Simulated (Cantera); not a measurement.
Ignition delay

Mixture: 32.0 % CO, 5.44 % H₂, 11.7 % O₂, 42.2 % N₂, 8.64 % H₂O, equivalence ratio 1.6, at 1.01 bar, adiabatic and at constant volume. Ignition delay is the time to a rise of 400 K.

Computed with Cantera and GRI-Mech 3.0 (53 species, 325 reactions). Where the delays flatten at high temperature, the 400 K rule measures the pace of heat release, not the induction time.

```json
[
 {"T0 (K)": "1023", "delay (ms)": "0.744"},
 {"T0 (K)": "1098", "delay (ms)": "0.205"},
 {"T0 (K)": "1173", "delay (ms)": "0.108"},
 {"T0 (K)": "1248", "delay (ms)": "0.0715"},
 {"T0 (K)": "1323", "delay (ms)": "0.0528"},
 {"T0 (K)": "1398", "delay (ms)": "0.0419"},
 {"T0 (K)": "1473", "delay (ms)": "0.0351"}
]
```
